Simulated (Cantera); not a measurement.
A Cantera script and its output.

```python
import numpy as np
import cantera as ct

gas = ct.Solution("gri30.yaml")
gas.TPX = 1325, 3600, {'H2': 0.39, 'O2': 1}
inlet = ct.Reservoir(gas, clone=True)

reactor = ct.IdealGasConstPressureReactor(gas, energy="off", clone=False)
exhaust = ct.Reservoir(gas, clone=True)
tau = [3.3, 1.3, 0.52, 0.21, 0.081, 0.032, 0.013, 0.005, 0.002, 0.00077][0]
for a, b in ((inlet, reactor), (reactor, exhaust)):
    ct.MassFlowController(a, b, mdot=lambda t: reactor.mass / tau)
net = ct.ReactorNet([reactor])
show = ['H2', 'O2', 'H', 'HO2', 'H2O2', 'OH']

rows = []
print(f"{'tau/s':>10s}{'T/K':>9s}" + "".join(f"{s:>11s}" for s in show))
for tau in [3.3, 1.3, 0.52, 0.21, 0.081, 0.032, 0.013, 0.005, 0.002, 0.00077]:
    net.initial_time = 0.0
    net.advance(30 * tau)
    before = gas.X
    net.advance(40 * tau)
    drift = np.max(np.abs(gas.X - before) / (gas.X + 1e-9))
    rows.append([gas.T, *gas[show].X, drift])
    print(f"{tau:10.3e}{gas.T:9.1f}" + "".join(f"{x:11.3e}" for x in gas[show].X))
```

Output:

```
     tau/s      T/K         H2         O2          H        HO2       H2O2         OH
 3.300e+00   1325.0  1.740e-04  6.726e-01  3.704e-05  2.961e-06  2.221e-07  1.534e-03
 1.300e+00   1325.0  3.216e-04  6.720e-01  9.498e-05  4.824e-06  3.118e-07  2.098e-03
 5.200e-01   1325.0  5.859e-04  6.711e-01  2.389e-04  7.435e-06  4.260e-07  2.852e-03
 2.100e-01   1325.0  1.055e-03  6.695e-01  5.921e-04  1.076e-05  5.667e-07  3.859e-03
 8.100e-02   1325.0  1.938e-03  6.666e-01  1.525e-03  1.477e-05  7.418e-07  5.290e-03
 3.200e-02   1325.0  3.465e-03  6.616e-01  3.780e-03  1.862e-05  9.260e-07  7.157e-03
 1.300e-02   1325.0  5.974e-03  6.532e-01  8.884e-03  2.161e-05  1.088e-06  9.483e-03
 5.000e-03   1325.0  1.026e-02  6.386e-01  2.068e-02  2.324e-05  1.189e-06  1.243e-02
 2.000e-03   1325.0  1.624e-02  6.188e-01  4.098e-02  2.292e-05  1.181e-06  1.531e-02
 7.700e-04   1325.0  2.464e-02  5.991e-01  6.667e-02  2.130e-05  1.117e-06  1.776e-02
```

Model: GRI-Mech 3.0 (53 species, 325 reactions), integrated in Cantera. Radical loss at walls, strong at low pressure, is not modelled. The temperature is held fixed by assumption; the heat of reaction is taken as removed at once.
